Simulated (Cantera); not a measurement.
# Diamond growth

A diamond (100) surface in a fixed gas of H2 with x(CH4) = 0.026, x(H) = 0.005, x(CH3) = 0.0004, 30000 Pa; coverages are run to steady state.

Computed with Cantera and the Harris–Goodwin 1993 mechanism for the reconstructed diamond (100) surface.

```csv
T (K),growth (µm/h),θ c6HH,θ c6H*,θ c6*H,θ c6**,θ c6HM
900,34.6,0.639,0.00990,0.270,0.00399,0.0620
975,52.6,0.583,0.0154,0.333,0.00748,0.0451
1050,72.8,0.528,0.0221,0.390,0.0126,0.0329
1125,89.4,0.477,0.0296,0.438,0.0195,0.0231
1200,88.6,0.433,0.0377,0.478,0.0281,0.0137
1275,65.6,0.395,0.0460,0.509,0.0382,0.00589
1350,44.5,0.361,0.0541,0.531,0.0490,0.00192
```
θ: site fractions in the mechanism's names (c6HH fully hydrogenated, c6H* and c6*H radical sites, c6** diradical, c6HM methylated).
